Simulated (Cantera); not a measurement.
A diamond (100) surface in a fixed gas of H2 with x(CH4) = 0.028, x(H) = 0.00031, x(CH3) = 0.00016, 12.0 Torr; coverages are run to steady state.

Detailed kinetics in Cantera: the Harris–Goodwin 1993 mechanism for the reconstructed diamond (100) surface.

θ: site fractions in the mechanism's names (c6HH fully hydrogenated, c6H* and c6*H radical sites, c6** diradical, c6HM methylated).

| T (K) | growth (µm/h) | θ c6HH | θ c6H* | θ c6*H | θ c6** | θ c6HM |
|---|---|---|---|---|---|---|
| 925 | … | 0.494 | 0.00882 | 0.227 | 0.00316 | 0.209 |
| 1000 | … | 0.546 | 0.0159 | 0.326 | 0.00622 | 0.0767 |
| 1075 | … | 0.547 | 0.0236 | 0.397 | 0.00951 | 0.0142 |
| 1150 | … | 0.522 | 0.0303 | 0.429 | 0.0119 | 0.00226 |
| 1225 | … | 0.508 | 0.0360 | 0.440 | 0.0134 | 0.000383 |
| 1300 | … | 0.509 | 0.0407 | 0.435 | 0.0139 | 6.98e-5 |
| 1375 | … | 0.521 | 0.0443 | 0.421 | 0.0135 | 1.50e-5 |

Problem. Some entries are withheld; supply them.

Solution. 
- 925, growth (µm/h): 0.500
- 1000, growth (µm/h): 0.381
- 1075, growth (µm/h): 0.161
- 1150, growth (µm/h): 0.0961
- 1225, growth (µm/h): 0.0830
- 1300, growth (µm/h): 0.0477
- 1375, growth (µm/h): 0.0143
